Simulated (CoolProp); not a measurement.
Ammonia along the isotherm 296.1 K: density (kg/m³) from the reference equation and from simpler models built on Tc = 405.6 K, pc = 113.6 bar, ω = 0.256; each cubic takes its own stable root.

Computed with CoolProp (reference Helmholtz-energy equation of state, Gao 2020).

```csv
p (bar),phase,reference
125,liquid,616.1
250,liquid,625.7
375,liquid,634.2
500,liquid,641.9
625,liquid,649.0
750,liquid,655.6
875,liquid,661.8
1000,liquid,667.6
```

Q: How far does each simpler model (van der Waals, Redlich-Kwong, Soave-Redlich-Kwong, Peng-Robinson) lie from the reference over these 8 states: mean and median of the absolute difference, and the worst?

A: 
- van der Waals: mean 44.3 %, median 44.0 %, worst -46.2 % at 296.1 K and 125 bar
- Redlich-Kwong: mean 22.1 %, median 21.9 %, worst -23.4 % at 296.1 K and 125 bar
- Soave-Redlich-Kwong: mean 20.2 %, median 20.2 %, worst -20.6 % at 296.1 K and 125 bar
- Peng-Robinson: mean 10.4 %, median 10.3 %, worst -10.6 % at 296.1 K and 1000 bar
